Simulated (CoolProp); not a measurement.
Vapour-liquid equilibrium of n-hexane (1) + p-xylene (2) at 0.177 MPa; x and y are mole fractions of (1).

Values from CoolProp's multi-fluid Helmholtz-energy mixture model, Thol 2019 and Zhou 2012; pair parameters Bell 2016.

```csv
x,"bubble temperature, mixture model (°C)","bubble temperature, Raoult's law (°C)","y, mixture model","y, Raoult's law"
0.05,151.0,152.2,0.233,0.222
0.2,130.2,133.1,0.612,0.603
0.35,116.8,119.5,0.778,0.781
0.5,107.4,109.3,0.866,0.877
0.65,100.2,101.2,0.921,0.934
0.8,94.4,94.7,0.960,0.970
0.95,89.2,89.2,0.991,0.994
```

The largest gap from Raoult's law is -2.9 K in bubble temperature, at x = 0.2. No azeotrope shows between x = 0.05 and 0.95.

Pair parameters are fitted to limited data, so mixtures are less certain than the pure fluids.
